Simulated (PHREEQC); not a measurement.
Dissolve 0.89 mol KCl, 0.036 mol Na2SO4 and 0.65 mol LiCl per kg of water at 20 °C. Closed to the air; pH follows from the charge balance.

All values are PHREEQC results (Pitzer model, pitzer.dat), not measurements.

```tsv
quantity	before	after
HSO4- (mol/kgw)	3.61e-8	5.81e-8
SI of Halite (NaCl)	-2.89	-3.22
SI of Mirabilite (Na2SO4:10H2O)	-4.11	-3.63
```

What was changed between the two runs?
A) diluted 10-fold with water
B) KCl left out
C) KCl from 0.89 to 1.78 mol/kgw
D) KCl from 0.89 to 4.45 mol/kgw
E) diluted 5-fold with water

B, KCl left out

Precipitation was switched off in this run.
